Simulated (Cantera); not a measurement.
Input (Python, Cantera):

```python
import numpy as np
import cantera as ct

gas = ct.Solution("gri30.yaml", transport_model="mixture-averaged")
show = ['NH3', 'N2', 'H2O']

rows = []
print(f"{'T/K':>7s}{'rho':>11s}{'cp':>10s}{'mu':>11s}{'lambda':>11s}{'Pr':>7s}" + "".join(f"{'D_' + s:>11s}" for s in show))
for T in [400, 600, 800, 1000, 1200, 1400, 1600, 1800, 2000]:
    gas.TPX = T, 2666, {'O2': 0.31}
    Pr = gas.cp_mass * gas.viscosity / gas.thermal_conductivity
    D = [gas.mix_diff_coeffs_mole[gas.species_index(s)] for s in show]
    rows.append([gas.density, gas.cp_mass, gas.viscosity, gas.thermal_conductivity, Pr, *D])
    print(f"{T:7g}{gas.density:11.4e}{gas.cp_mass:10.1f}{gas.viscosity:11.4e}"
          f"{gas.thermal_conductivity:11.4e}{Pr:7.3f}" + "".join(f"{d:11.4e}" for d in D))
print("SI units: kg/m3, J/kg/K, Pa s, W/m/K, m2/s")
```

It prints:

```
    T/K        rho        cp         mu     lambda     Pr      D_NH3       D_N2      D_H2O
    400 2.5650e-02     941.4 2.5629e-05 3.3852e-02  0.713 1.4646e-03 1.3125e-03 1.5181e-03
    600 1.7100e-02    1002.6 3.4077e-05 4.8204e-02  0.709 3.0878e-03 2.6263e-03 3.2396e-03
    800 1.2825e-02    1054.7 4.1353e-05 6.1440e-02  0.710 5.1467e-03 4.2638e-03 5.4380e-03
   1000 1.0260e-02    1090.2 4.7912e-05 7.3608e-02  0.710 7.5871e-03 6.1922e-03 8.0516e-03
   1200 8.5500e-03    1114.2 5.3973e-05 8.4942e-02  0.708 1.0373e-02 8.3894e-03 1.1040e-02
   1400 7.3286e-03    1134.2 5.9661e-05 9.5657e-02  0.707 1.3480e-02 1.0839e-02 1.4374e-02
   1600 6.4125e-03    1151.4 6.5055e-05 1.0592e-01  0.707 1.6890e-02 1.3527e-02 1.8033e-02
   1800 5.7000e-03    1166.8 7.0208e-05 1.1586e-01  0.707 2.0587e-02 1.6444e-02 2.2001e-02
   2000 5.1300e-03    1181.2 7.5158e-05 1.2556e-01  0.707 2.4560e-02 1.9581e-02 2.6267e-02
SI units: kg/m3, J/kg/K, Pa s, W/m/K, m2/s
```

Cantera simulation using GRI-Mech 3.0 (53 species, 325 reactions); the numbers are that mechanism's predictions, not measurements.
